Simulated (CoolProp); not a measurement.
Vapour-liquid equilibrium of methanol (1) + n-undecane (2) at 422.8 K; x and y are mole fractions of (1).

Computed with CoolProp (multi-fluid Helmholtz-energy mixture model, de Reuck 1993 and Aleksandrov 2011; pair parameters Bell 2016).

```csv
x,"bubble pressure, mixture model (bar)","bubble pressure, Raoult's law (bar)","y, mixture model","y, Raoult's law"
0.05,0.4767,0.9568,?,0.722
0.2,2.769,2.987,0.922,0.925
0.35,6.973,5.018,0.973,0.964
0.5,?,7.049,?,0.980
0.65,11.14,9.079,0.984,0.989
0.8,11.71,11.11,0.986,0.995
0.95,13.09,13.14,0.994,0.999
```

Problem. Complete the blanks.

Solution. 
- 0.05, y, mixture model: 0.440
- 0.5, bubble pressure, mixture model (bar): 10.05
- 0.5, y, mixture model: 0.982

The largest gap from Raoult's law is -50.2 % in bubble pressure, at x = 0.05. No azeotrope shows between x = 0.05 and 0.95.

Pair parameters are fitted to limited data, so mixtures are less certain than the pure fluids. The gap from Raoult's law changes sign with composition, which may be real or a fault of the pair parameters; it wasn't checked against measurements. With so large a gap from Raoult's law the liquid may split in two, which this calculation doesn't test in full.
